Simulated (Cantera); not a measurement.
Gas mixture: 47.7 % N2O, 52.3 % CO2, at 1.00 bar, frozen composition.

Cantera's kinetic-theory transport with the Lennard-Jones parameters of GRI-Mech 3.0, ideal gas; thermal conductivity in the multicomponent form. The composition is frozen, though it would react at the higher temperatures.

One state of this run: ρ (kg/m³) = 0.265; cp (J/kg/K) = 1381; μ (µPa s) = 64.9; λ (mW/m/K) = 123; Pr = 0.730; D (cm²/s) N2 = 4.17; D (cm²/s) C2H2 = 3.54; D (cm²/s) H2 = 16.3. D: mixture-averaged diffusion coefficient of that species in the mixture.

Q: Which value of T (K) does it belong to?
A. 1200
B. 400
C. 1600
D. 2000

A: D, 2000
